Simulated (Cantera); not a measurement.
Charge: 1 mol Ca(OH)₂, 0.61 mol CO₂, equilibrated at 673.15 K and 100 Torr.

Cantera equilibrium calculation (NASA polynomials, part measured and part estimated; ideal gas, pure solids and liquids). Candidate condensed phases: C, C₆H₆, C₇H₈, C₈H₁₈, Ca, CaCO₃, CaO, Ca(OH)₂, H₂O; 115 gas species. Rates play no part.

Base state: H₂O 1.000, CO₂ 3.54e-5 (mole fractions); condensed: CaCO₃(calcite) + Ca(OH)₂(s).

Task: What changes in the equilibrium state with this change: temperature from 673.15 K to 1623 K?

Result: 
| species | before | after |
|---|---|---|
| H₂O | 1.000 | 0.620 |
| CO₂ | 3.54e-5 | 0.378 |
| CO | <1e-9 | 0.00103 |
| O₂ | <1e-9 | 0.000732 |
| H₂ | <1e-9 | 0.000543 |
| OH | <1e-9 | 0.000211 |
| CaCO₃(calcite), mol | 0.610 | 0 |
| Ca(OH)₂(s), mol | 0.390 | 0 |
| CaO(s), mol | 0 | 1.000 |

Task: What changes in the equilibrium state with this change: pressure from 100 Torr to 0.188 Torr?

Result: 
| species | before | after |
|---|---|---|
| H₂O | 1.000 | 0.991 |
| CO₂ | 3.54e-5 | 0.00905 |
| CaCO₃(calcite), mol | 0.610 | 0.601 |
| Ca(OH)₂(s), mol | 0.390 | 0 |
| CaO(s), mol | 0 | 0.399 |
